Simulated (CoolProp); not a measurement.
A Linde-Hampson liquefier for dry air: isothermal reversible compression at 200 K from 1 atm to 20 MPa, throttling to 1 atm, return gas leaving the recuperator 10 K below the feed. Each further row changes one setting.

Computed with CoolProp (reference Helmholtz-energy equation of state, Lemmon 2000). It is a pseudo-pure fit of the blend.

```csv
case,liquid yield per pass,compression work (kJ/kg of gas)
as stated,0.228,284
high pressure 40 MPa,0.258,323
warm-end temperature 230 K,0.150,337
warm-end gap 15 K,0.216,284
```
